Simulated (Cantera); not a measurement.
Input: 1 mol C, 3.8 mol H2O, 77 mol H2, held at 1350 K.

Equilibrium computed with Cantera from the NASA thermochemical tables; the gas is ideal and each condensed phase is pure. Candidate condensed phases: C, C6H6, C7H8, C8H18, H2O; 110 gas species. The ideal-gas law is rough above about 30 bar. The numbers say what is thermodynamically allowed, not how fast it happens.

x: gas mole fraction; nothing condenses.

```csv
P (Pa),x H2,x H2O,x CO,x CH4,x H,x CO2,x C2H6
10,0.954,0.0340,0.0120,<1e-12,0.000233,0.000218,<1e-12
100,0.954,0.0340,0.0120,1.01e-11,7.36e-5,0.000218,<1e-12
1000,0.954,0.0340,0.0120,1.01e-9,2.33e-5,0.000218,<1e-12
10000,0.954,0.0340,0.0120,…,…,0.000218,<1e-12
100000,0.954,0.0340,0.0120,1.01e-5,2.33e-6,0.000218,<1e-12
1000000,0.953,0.0350,…,…,…,0.000208,…
10000000,0.942,0.0456,0.00176,0.0107,2.31e-7,4.34e-5,2.13e-7
```

Question: Some entries are withheld; supply them.

Answer: 
- 10000, x CH4: 1.01e-7
- 10000, x H: 7.36e-6
- 1000000, x CO: 0.0111
- 1000000, x CH4: 0.000909
- 1000000, x H: 7.36e-7
- 1000000, x C2H6: 1.52e-9
